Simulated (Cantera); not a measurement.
Mixture: CH4 : C2H6 : O2 : N2 : CO2 : H2O = 1 : 0.27 : 7.36 : 27.7 : 4.5 : 0.098 (molar parts), equivalence ratio 0.40, at 0.540 bar, adiabatic and at constant pressure. Ignition delay is the time to a rise of 400 K.

Cantera simulation using GRI-Mech 3.0 (53 species, 325 reactions); the numbers are that mechanism's predictions, not measurements. Where the delays flatten at high temperature, the 400 K rule measures the pace of heat release, not the induction time.

### Question
Predict: delay at 1150 K; delay at 1250 K; delay at 1350 K; delay at 1450 K; delay at 1550 K.

### Answer
* **delay at 1150 K**: 8.25 ms
* **delay at 1250 K**: 1.95 ms
* **delay at 1350 K**: 0.726 ms
* **delay at 1450 K**: 0.377 ms
* **delay at 1550 K**: 0.269 ms
